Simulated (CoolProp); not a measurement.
A single-stage vapour-compression cycle with tetrahydrofuran: evaporating at 293.15 K (dew point), condensing at 339.15 K (bubble point), superheat 8 K, subcooling 5 K, compressor efficiency 0.75, no pressure losses. Each further row changes one setting.

Values from CoolProp's reference Helmholtz-energy equation of state, Fiedler 2023.

| case | cooling COP | pressure ratio | discharge temperature (K) | refrigerating effect (kJ/kg) | volumetric capacity (kJ/m³) |
|---|---|---|---|---|---|
| as stated | ___ | 5.87 | 375.0 | 385 | 193 |
| evaporating temperature 298.15 K | 5.02 | 4.70 | 370.9 | 390 | ___ |
| condensing temperature 334.15 K | 4.94 | 4.98 | 368.3 | 394 | 197 |
| subcooling 10 K | ___ | 5.87 | 375.0 | 394 | 197 |
| superheat 18 K | 4.33 | 5.87 | 384.7 | 395 | 192 |
| compressor efficiency 0.65 | 3.76 | 5.87 | 384.6 | 385 | 193 |

Task: Complete the blanks.

Result: 
- as stated, cooling COP: 4.34
- evaporating temperature 298.15 K, volumetric capacity (kJ/m³): 241
- subcooling 10 K, cooling COP: 4.44
